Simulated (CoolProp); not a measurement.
Vapour-liquid equilibrium of carbon dioxide (1) + R123 (2) at 232.6 K; x and y are mole fractions of (1).

Computed with CoolProp (multi-fluid Helmholtz-energy mixture model, Span 1996 and Younglove 1994; pair parameters Bell 2016).

Question: Give the bubble pressure and the first vapour's composition at x = 0.05, 0.2, 0.95. Is there an azeotrope?

Answer: x = 0.05: 0.04054 MPa, y = 0.918; x = 0.2: 0.1459 MPa, y = 0.979; x = 0.95: 0.9259 MPa, y = 1.000. No azeotrope shows between x = 0.05 and 0.95.

The pair parameters rest on a limited set of measurements; away from them the model extrapolates.
